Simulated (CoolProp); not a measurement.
Vapour-liquid equilibrium of R22 (1) + R114 (2) at 878 kPa; x and y are mole fractions of (1).

Model: multi-fluid Helmholtz-energy mixture model, Kamei 1995 and Platzer 1990; pair parameters Bell 2016, in CoolProp. This equation is an older, rougher fit; its heat capacities, sound speeds and derivatives of the liquid may be far off and weren't checked against measurements.

```json
[
 {"x": "0.05", "bubble temperature (°C)": "69.4", "y at the bubble point": "0.177", "dew temperature at overall composition x (°C)": "75.2", "liquid density (mol/L)": "(withheld)"},
 {"x": "0.2", "bubble temperature (°C)": "52.6", "y at the bubble point": "(withheld)", "dew temperature at overall composition x (°C)": "68.4", "liquid density (mol/L)": "8.556"},
 {"x": "0.35", "bubble temperature (°C)": "42.2", "y at the bubble point": "0.667", "dew temperature at overall composition x (°C)": "60.9", "liquid density (mol/L)": "9.336"},
 {"x": "0.5", "bubble temperature (°C)": "(withheld)", "y at the bubble point": "0.772", "dew temperature at overall composition x (°C)": "52.6", "liquid density (mol/L)": "10.17"},
 {"x": "0.65", "bubble temperature (°C)": "29.3", "y at the bubble point": "0.852", "dew temperature at overall composition x (°C)": "43.3", "liquid density (mol/L)": "11.12"},
 {"x": "0.8", "bubble temperature (°C)": "(withheld)", "y at the bubble point": "0.920", "dew temperature at overall composition x (°C)": "(withheld)", "liquid density (mol/L)": "12.23"},
 {"x": "0.95", "bubble temperature (°C)": "20.1", "y at the bubble point": "0.981", "dew temperature at overall composition x (°C)": "(withheld)", "liquid density (mol/L)": "(withheld)"}
]
```

Fill in the missing entries.


- 0.05, liquid density (mol/L): 7.744
- 0.2, y at the bubble point: 0.501
- 0.5, bubble temperature (°C): 35.0
- 0.8, bubble temperature (°C): 24.5
- 0.8, dew temperature at overall composition x (°C): 33.0
- 0.95, dew temperature at overall composition x (°C): 22.3
- 0.95, liquid density (mol/L): 13.55

No azeotrope shows between x = 0.05 and 0.95.

The pair parameters rest on a limited set of measurements; away from them the model extrapolates.
